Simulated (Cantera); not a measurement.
An adiabatic, constant-volume homogeneous reactor starts with CH₃OH : O₂ : N₂ = 1 : 1.76 : 6.64 (molar parts), equivalence ratio 0.85, at 1025 K and 4.93 atm.

Computed with Cantera and GRI-Mech 3.0 (53 species, 325 reactions). GRI-Mech 3.0 was tuned for natural gas; its chemistry of methanol as a main component is partial and can be far from experiment.

Task: Predict: time of steepest temperature rise; temperature at 5.00 s; equilibrium temperature; x(O₂) at 5.00 s; x(N₂O) at 5.00 s; x(H₂O) at 5.00 s.

Result: 
| Quantity | Value |
|---|---|
| time of steepest temperature rise | 80.0 ms |
| temperature at 5.00 s | 2789 K |
| equilibrium temperature | 2789 K |
| x(O₂) at 5.00 s | 0.0279 (gas-phase equilibrium 0.0279) |
| x(N₂O) at 5.00 s | 2.35e-6 (gas-phase equilibrium 2.35e-6) |
| x(H₂O) at 5.00 s | 0.185 (gas-phase equilibrium 0.185) |
